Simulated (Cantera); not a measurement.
An isothermal, constant-pressure homogeneous reactor starts with 2.12 % CH4, 96.5 % H2, 1.35 % H, at 2625 K and 0.133 bar.

Detailed kinetics in Cantera: GRI-Mech 3.0 (53 species, 325 reactions). GRI-Mech 3.0 stops at C3 and has no aromatics, soot or wall deposition, so with more carbon than oxygen in the feed, carbon stays in small species such as C2H2 where larger ones or solid carbon would form.

One state of this run: x CH4 = 0.000115; x H2 = 0.927; x H = 0.0631; x CH3 = 0.000136; x C2H4 = 1.25e-6; x C2H2 = 0.00993. x: mole fraction; the columns are a selection and need not sum to one.

Which value of t (s) does it belong to?
A. 0.00170
B. 0.00764
C. 0.0162
D. 0.0344

A, 0.00170
